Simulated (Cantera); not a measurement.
Feed: 1 mol Al, 200 mol NH3, 13 mol H2, held at 6.60 mbar.

Cantera equilibrium calculation (NASA polynomials, part measured and part estimated; ideal gas, pure solids and liquids). Candidate condensed phases: Al, AlN; 13 gas species. The numbers say what is thermodynamically allowed, not how fast it happens.

Question: Which condensed phases are stable at each of these points (T (K)): 800, 900, 1000, 1100, 1200, 1300, 1400, 1500, 1600, 1700, 1800, 1900, 2000, 2100?

Answer: 
| T (K) | condensed phases | Al condensed (%) |
|---|---|---|
| 800 | AlN(s) | 100.0 |
| 900 | AlN(s) | 100.0 |
| 1000 | AlN(s) | 100.0 |
| 1100 | AlN(s) | 100.0 |
| 1200 | AlN(s) | 100.0 |
| 1300 | AlN(s) | 100.0 |
| 1400 | AlN(s) | 100.0 |
| 1500 | AlN(s) | 100.0 |
| 1600 | AlN(s) | 99.8 |
| 1700 | AlN(s) | 95.9 |
| 1800 | AlN(s) | 51.2 |
| 1900 | gas only | 0.0 |
| 2000 | gas only | 0.0 |
| 2100 | gas only | 0.0 |

From 800 K to 1800 K the condensed part is AlN(s). From 1900 K to 2100 K nothing is condensed.
